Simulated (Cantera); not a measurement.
Input (Python, Cantera) and output of one run.

```python
import numpy as np
import cantera as ct

gas_names = """
    C CN CO CO2 C2 CCN CNC C2N2 C2O C3 C3O2 C4 C4N2 C5 N NCO NO NO2 NO3 N2 N2O O O2 O3 Pb PbO Pb2
""".split()
cond_names = """
    C(gr) Pb(cr) Pb(L) PbO(rd) PbO(yw) PbO(L) PbO2(s) Pb3O4(s)
""".split()


def load(file, names, dense=False):
    # The tables refer to 1 bar. Condensed volumes are neglected.
    table = {s.name: s for s in ct.Species.list_from_file(file)}
    out = []
    for n in names:
        d = dict(table[n].input_data)
        d["thermo"] = dict(d["thermo"], **{"reference-pressure": 1e5})
        if dense:
            d["equation-of-state"] = {"model": "constant-volume", "density": "1e6 g/cm^3"}
        out.append(ct.Species.from_dict(d))
    return out


gas = ct.Solution(thermo="ideal-gas", species=load("nasa_gas.yaml", gas_names))
cond = {s.name: ct.Solution(thermo="fixed-stoichiometry", species=[s], name=s.name)
        for s in load("nasa_condensed.yaml", cond_names, dense=True)}
atoms = {
    'PbO': {'Pb': 1, 'O': 1},
    'N2': {'N': 2},
    'CO': {'C': 1, 'O': 1},
}
top_T = {'C(gr)': 4500, 'Pb3O4(s)': 820}  # K; cautious upper limits of use, not melting points


def equilibrate(T, P, feed):
    n = {}
    for name, mol in feed.items():
        for a, k in atoms[name].items():
            n[a] = n.get(a, 0.0) + k * mol
    gas.TPX = T, P, n
    mass = sum(n.values()) * gas.mean_molecular_weight
    gas.equilibrate("TP")
    valid = [c for c in cond.values() if c.min_temp <= T <= top_T.get(c.name, c.max_temp)]
    mix = ct.Mixture([(gas, mass / gas.mean_molecular_weight)] + [(c, 0.0) for c in valid])
    mix.T, mix.P = T, P
    mix.equilibrate("TP", solver="vcs", rtol=1e-11, max_steps=5000)
    return mix


results = []
feed = {'PbO': 1, 'N2': 0.13, 'CO': 0.058}  # mol
P = 133.322  # Pa
for T in [725, 750, 775, 800, 825, 850, 875, 900, 925, 950, 975, 1000]:
    mix = equilibrate(T, P, feed)
    results.append((T, P, feed, dict(zip(mix.species_names, mix.species_moles))))

top = {s: max(r[3][s] / sum(r[3][g] for g in gas_names) for r in results) for s in gas_names}
cols = sorted((s for s in top if top[s] > 0.0001), key=lambda s: -top[s])[:5]
seen = [c for c in cond_names if any(r[3].get(c, 0) > 1e-12 for r in results)]
print("log10 of partial pressures in bar; condensed amounts in mol")
print(f"{'T/K':>10s}" + "".join(f"{s[:9]:>10s}" for s in cols + seen))
for T, P, feed, n in results:
    ng = sum(n[g] for g in gas_names)
    print(f"{T:10.4g}" + "".join(f"{np.log10(max(n[s] / ng * P / 1e5, 1e-99)):10.3f}" for s in cols)
          + "".join(f"{n.get(c, 0):10.4g}" for c in seen))
```

It prints:

```
log10 of partial pressures in bar; condensed amounts in mol
       T/K        N2       CO2        Pb       PbO     Pb(L)   PbO(rd)   PbO(yw)
       725    -3.035    -3.386    -8.472   -12.054     0.058     0.942         0
       750    -3.035    -3.386    -8.023   -11.378     0.058     0.942         0
       775    -3.035    -3.386    -7.604   -10.746     0.058         0     0.942
       800    -3.035    -3.386    -7.212   -10.155   0.05799         0     0.942
       825    -3.035    -3.386    -6.843    -9.600   0.05798         0     0.942
       850    -3.035    -3.386    -6.497    -9.080   0.05795         0     0.942
       875    -3.036    -3.386    -6.171    -8.589    0.0579         0     0.942
       900    -3.036    -3.386    -5.864    -8.127    0.0578         0     0.942
       925    -3.036    -3.387    -5.573    -7.691   0.05762         0     0.942
       950    -3.037    -3.388    -5.298    -7.278   0.05728         0     0.942
       975    -3.038    -3.389    -5.038    -6.887   0.05669         0     0.942
      1000    -3.041    -3.391    -4.791    -6.516   0.05568         0     0.942
```

Equilibrium computed with Cantera from the NASA thermochemical tables; the gas is ideal and each condensed phase is pure.
